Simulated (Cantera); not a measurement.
## Adiabatic ignition

An adiabatic, constant-volume homogeneous reactor starts with CH4 : O2 : N2 = 1 : 3.39 : 12.7 (molar parts), equivalence ratio 0.59, at 1800 K and 1000000 Pa.

Cantera simulation using GRI-Mech 3.0 (53 species, 325 reactions); the numbers are that mechanism's predictions, not measurements.

```tsv
t (s)	T (K)	P (bar)	x CH4	x O2	x H2	x N2O	x CO2
1.00e-6	1800	10.00	0.0584	0.198	9.98e-6	3.47e-10	1.15e-8
3.10e-6	1800	10.00	0.0581	0.198	5.01e-5	2.62e-9	4.28e-7
9.63e-6	1823	10.1	0.0527	0.194	0.00122	3.38e-8	5.32e-5
2.99e-5	2974	16.8	<1e-12	0.0780	0.00363	4.96e-6	0.0454
9.28e-5	2957	16.7	<1e-12	0.0731	0.00357	5.06e-6	0.0457
0.000288	2942	16.6	<1e-12	0.0689	0.00352	5.29e-6	0.0460
0.000894	2940	16.6	<1e-12	0.0684	0.00351	5.33e-6	0.0460
0.00278	2940	16.6	<1e-12	0.0684	0.00351	5.33e-6	0.0460
0.00862	2940	16.6	<1e-12	0.0684	0.00351	5.33e-6	0.0460
0.0267	2940	16.6	<1e-12	0.0684	0.00351	5.33e-6	0.0460
0.0830	2940	16.6	<1e-12	0.0684	0.00351	5.33e-6	0.0460
0.258	2940	16.6	<1e-12	0.0684	0.00351	5.33e-6	0.0460
0.800	2940	16.6	<1e-12	0.0684	0.00351	5.33e-6	0.0460
```
x: mole fraction; the columns are a selection and need not sum to one.

```yaml
time_of_steepest_temperature_rise: 14.3 µs
temperature at 0.800 s: 2940 K
equilibrium_temperature: 2940 K
x(CH4) at 0.800 s: <1e-12 (gas-phase equilibrium <1e-12)
x(O2) at 0.800 s: 0.0684 (gas-phase equilibrium 0.0684)
x(H2) at 0.800 s: 0.00351 (gas-phase equilibrium 0.00351)
```
